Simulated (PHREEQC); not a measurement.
Solution (20 °C): 0.21 mol HNO3, 2.9e-07 mol H4SiO4 and 0.0024 mol KH2PO4 per kg of water. Closed to the air; pH follows from the charge balance.

Equilibrium calculation in PHREEQC: ion-association model, phreeqc.dat.

**Question.** The ionic strength comes out as 0.210 mol/kgw. What activity coefficients do H2PO4-, K+, NO3-, H+ get?

**Answer.** H2PO4- 0.74, K+ 0.71, NO3- 0.69, H+ 0.80.

Precipitation was switched off in this run. Species that the database lacks are ignored.
